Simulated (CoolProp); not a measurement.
Computed with CoolProp (reference Helmholtz-energy equation of state, Zhou 2012).

Task: Give the vapour pressure (MPa), vapour density (kg/m³), vapour viscosity (µPa s), liquid conductivity (mW/(m K)) of saturated p-xylene at 264.25 °C.

Result: 
```json
[
 {"T (°C)": "264.25", "p (MPa)": "1.23", "vapour density (kg/m³)": "39.6", "vapour viscosity (µPa s)": "11.7", "liquid conductivity (mW/(m K))": "81.1"}
]
```

Viscosity comes from a separate model (Balogun 2015). Thermal conductivity comes from a separate model (Mylona 2014).
